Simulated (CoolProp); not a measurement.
Model: reference Helmholtz-energy equation of state, Guder 2009, in CoolProp.

Task: For sulfur hexafluoride, give the phase and the density (kg/m³), isothermal compressibility (1/MPa), viscosity (µPa s), conductivity (mW/(m K)) at 39.15 °C and 131 bar; 136.25 °C and 131 bar.

Result: 
- 39.15 °C and 131 bar: liquid; density 1480, isothermal compressibility 0.00961, viscosity 155, conductivity 62.9
- 136.25 °C and 131 bar: supercritical; density 825, isothermal compressibility 0.0641, viscosity 52.0, conductivity 44.3

Viscosity comes from a separate model (Quiñones-Cisneros 2012). Thermal conductivity comes from a separate model (Assael 2012).
